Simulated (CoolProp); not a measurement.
Properties of R407C along the isobar 0.101 MPa (Tc = 359.3 K, pc = 4.632 MPa, ω = 0.363).

Computed with CoolProp (reference Helmholtz-energy equation of state, Lemmon 2003). It is a pseudo-pure fit of the blend.

```tsv
T (K)	phase	Z	Prandtl number
242.8	gas	0.9637	0.852
256.5	gas	0.9712	0.817
270.1	gas	0.9766	0.796
283.8	gas	0.9807	0.783
297.4	gas	0.9838	___
311.1	gas	0.9863	0.770
324.7	gas	0.9883	0.768
338.4	gas	0.9900	0.768
352	gas	0.9913	0.769
365.7	gas	0.9924	___
379.3	gas	0.9934	___
393	gas	0.9942	0.778
406.6	gas	0.9949	0.782
420.3	gas	0.9955	0.786
434	gas	0.9960	0.791
```

**Question.** Some entries are withheld; supply them.

**Answer.** 
- 297.4, Prandtl number: 0.775
- 365.7, Prandtl number: 0.771
- 379.3, Prandtl number: 0.774

Viscosity comes from a separate model (Geller 2000). Thermal conductivity comes from a separate model (Geller 2001).
